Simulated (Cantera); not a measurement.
A freely propagating, adiabatic, planar premixed flame of 37.1 % H₂, 13.2 % O₂, 49.7 % N₂, unburnt at 450 K and 0.132 atm; multicomponent transport, grid criteria slope 0.08 and curve 0.16, no radiation.

Computed with Cantera and the H2/O2 subset of GRI-Mech 3.0, which has no nitrogen chemistry. Burning velocities carry a grid error of a few per cent, more on coarse grids.

Question: Predict: laminar burning velocity; thermal thickness; peak x(OH); peak x(H); peak x(H₂O₂); peak x(HO₂).

Answer: 
| Item | Value |
|---|---|
| laminar burning velocity | 414 cm/s |
| thermal thickness | 5.73 mm |
| peak x(OH) | 0.0117 |
| peak x(H) | 0.113 |
| peak x(H₂O₂) | 6.81e-6 |
| peak x(HO₂) | 8.66e-5 |
